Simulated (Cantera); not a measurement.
# Equilibrium for silicon nitride deposition: SiHCl3 + N2 + H2

Charge: 1 mol SiHCl3, 6.3 mol N2, 0.87 mol H2, held at 775 K and 0.520 bar.

These are equilibrium values from Cantera (NASA tables, ideal gas, pure condensed phases), not measurements of a reactor. Candidate condensed phases: NH4Cl, Si, Si3N4; 28 gas species. N2 is the only nitrogen source here; it is nearly inert below about 1500 K, so the nitride shown seldom forms there in practice. Equilibrium is a limit: real reactors are often held back by kinetics, nucleation or transport.

```json
{
  "x(N2)": "0.710",
  "x(HCl)": "0.145",
  "x(H2)": "0.0915",
  "x(SiCl4)": "0.0535",
  "x(NH3)": "4.70e-5",
  "x(SiHCl3)": "2.19e-5",
  "n(Si3N4(s))": "0.184 mol",
  "gas_amount": "8.354 mol",
  "log10 activity of Si(s) (absent)": "-10.68"
}
```
